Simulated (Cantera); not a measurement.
An adiabatic, constant-volume homogeneous reactor starts with CO : H2 : O2 : N2 = 1 : 0.047 : 1.69 : 6.35 (molar parts), at 1650 K and 3.95 atm. Integrator tolerance rtol = 1e-08.

Computed with Cantera and GRI-Mech 3.0 (53 species, 325 reactions). The hydrogen kinetics of GRI-Mech 3.0 are dated; newer H2 mechanisms differ, most at raised pressure.

```
quantity                                                            before                                    after
---------------------------------  ---------------------------------------  ---------------------------------------
time of steepest temperature rise                                  29.4 µs                                  22.4 µs
temperature at 10.0 s                                               2570 K                                   2578 K
equilibrium temperature                                             2570 K                                   2578 K
x(CO) at 10.0 s                    0.00671 (gas-phase equilibrium 0.00671)  0.00605 (gas-phase equilibrium 0.00605)
x(H2) at 10.0 s                    4.15e-5 (gas-phase equilibrium 4.15e-5)  3.75e-5 (gas-phase equilibrium 3.75e-5)
x(O2) at 10.0 s                        0.127 (gas-phase equilibrium 0.127)      0.127 (gas-phase equilibrium 0.127)
x(OH) at 10.0 s                    0.00211 (gas-phase equilibrium 0.00211)  0.00201 (gas-phase equilibrium 0.00201)
x(HO2) at 10.0 s                   3.79e-6 (gas-phase equilibrium 3.79e-6)  4.19e-6 (gas-phase equilibrium 4.19e-6)
x(H2O) at 10.0 s                   0.00432 (gas-phase equilibrium 0.00432)  0.00438 (gas-phase equilibrium 0.00438)
x(H2O2) at 10.0 s                  3.05e-8 (gas-phase equilibrium 3.05e-8)  3.65e-8 (gas-phase equilibrium 3.65e-8)
```

### Question
Name the change that produced these shifts.
A) N2 6.35 to 14 parts
B) pressure from 3.95 atm to 0.553 atm
C) pressure from 3.95 atm to 5.33 atm
D) constant pressure in place of constant volume

### Answer
C, pressure from 3.95 atm to 5.33 atm
